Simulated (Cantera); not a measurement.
# N2O furnace oxynitridation

An isothermal, constant-pressure homogeneous reactor starts with N2O : H2O = 1 : 0.2 (molar parts), at 1400 K and 0.00610 bar.

Detailed kinetics in Cantera: GRI-Mech 3.0 (53 species, 325 reactions). GRI-Mech 3.0 was tuned for natural gas; its chemistry of N2O as a main component is partial and can be far from experiment. Radical loss at walls, strong at low pressure, is not modelled. The temperature is held fixed by assumption; the heat of reaction is taken as removed at once.

```json
[
 {"t (s)": "2.00e-6", "x N2O": "0.833", "x H2O": "0.167", "x H": "<1e-12", "x HO2": "<1e-12", "x OH": "1.55e-10"},
 {"t (s)": "5.49e-6", "x N2O": "0.833", "x H2O": "0.167", "x H": "<1e-12", "x HO2": "<1e-12", "x OH": "1.15e-9"},
 {"t (s)": "1.51e-5", "x N2O": "0.833", "x H2O": "0.167", "x H": "<1e-12", "x HO2": "1.95e-12", "x OH": "8.54e-9"},
 {"t (s)": "4.13e-5", "x N2O": "0.833", "x H2O": "0.167", "x H": "<1e-12", "x HO2": "3.99e-11", "x OH": "6.32e-8"},
 {"t (s)": "0.000113", "x N2O": "0.833", "x H2O": "0.167", "x H": "3.75e-11", "x HO2": "7.86e-10", "x OH": "4.51e-7"},
 {"t (s)": "0.000311", "x N2O": "0.833", "x H2O": "0.167", "x H": "9.56e-10", "x HO2": "1.46e-8", "x OH": "2.98e-6"},
 {"t (s)": "0.000854", "x N2O": "0.833", "x H2O": "0.167", "x H": "1.19e-8", "x HO2": "2.33e-7", "x OH": "1.63e-5"},
 {"t (s)": "0.00234", "x N2O": "0.833", "x H2O": "0.167", "x H": "6.21e-8", "x HO2": "2.66e-6", "x OH": "6.39e-5"},
 {"t (s)": "0.00643", "x N2O": "0.832", "x H2O": "0.166", "x H": "1.77e-7", "x HO2": "1.50e-5", "x OH": "0.000167"},
 {"t (s)": "0.0176", "x N2O": "0.830", "x H2O": "0.166", "x H": "2.88e-7", "x HO2": "2.36e-5", "x OH": "0.000253"},
 {"t (s)": "0.0484", "x N2O": "0.823", "x H2O": "0.166", "x H": "3.13e-7", "x HO2": "2.15e-5", "x OH": "0.000271"},
 {"t (s)": "0.133", "x N2O": "0.806", "x H2O": "0.165", "x H": "3.09e-7", "x HO2": "1.82e-5", "x OH": "0.000282"},
 {"t (s)": "0.364", "x N2O": "0.761", "x H2O": "0.162", "x H": "2.93e-7", "x HO2": "1.34e-5", "x OH": "0.000293"},
 {"t (s)": "1.00", "x N2O": "0.656", "x H2O": "0.156", "x H": "2.88e-7", "x HO2": "7.67e-6", "x OH": "0.000303"}
]
```
x: mole fraction; the columns are a selection and need not sum to one.

Equilibrium at this temperature and pressure: N2O 3.19e-9, H2O 0.118, H 7.05e-8, HO2 3.52e-8, OH 0.000130 (gas phase only).
